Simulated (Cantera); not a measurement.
Cantera with NASA thermochemical tables; ideal gases at 1 bar, condensed phases pure. Values are per mole of reaction as written; species without (g) are pure solids or liquids, kept so even where they would boil at 1 bar.

SF4(g) + Ca(g) → CaS + 4 F(g)

```
T (K)  ΔH° (kJ)  ΔS° (J/K)  ΔG° (kJ)  log10 K
-----  --------  ---------  --------  -------
300       429.8      237.3     358.6   -62.44
2098      460.0      276.6    -120.3     3.00
2148      460.6      276.9    -134.1     3.26
2198      461.3      277.2    -148.0     3.52
2248      462.0      277.5    -161.9     3.76
2298          ?          ?         ?        ?
2348      463.4      278.1    -189.6     4.22
2398      464.1      278.4    -203.6     4.43
2448      464.8      278.7    -217.5     4.64
2498      465.5      279.0    -231.4     4.84
2548          ?          ?         ?        ?
2598      466.9      279.6    -259.4     5.21
```

Problem. What belongs in the gaps?

Solution. 
- 2298, ΔH° (kJ): 462.7
- 2298, ΔS° (J/K): 277.8
- 2298, ΔG° (kJ): -175.7
- 2298, log10 K: 3.99
- 2548, ΔH° (kJ): 466.2
- 2548, ΔS° (J/K): 279.3
- 2548, ΔG° (kJ): -245.4
- 2548, log10 K: 5.03
